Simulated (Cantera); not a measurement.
A closed system holds: 1 mol Si, 1.6 mol NF₃, at 577 °C and 4.90e-5 bar.

Equilibrium computed with Cantera from the NASA thermochemical tables; the gas is ideal and each condensed phase is pure. Candidate condensed phases: Si, Si₃N₄; 16 gas species. Equilibrium is a limit: real reactors are often held back by kinetics, nucleation or transport.

Base state: SiF₄ 0.390, N₂ 0.312, F 0.285, F₂ 0.0135 (mole fractions); condensed: gas only.

Question: What changes in the equilibrium state with this change: NF₃ from 1.6 to 2.4 mol?

Answer: 
```tsv
species	before	after
F	0.285	0.527
N₂	0.312	0.233
SiF₄	0.390	0.194
F₂	0.0135	0.0463
```
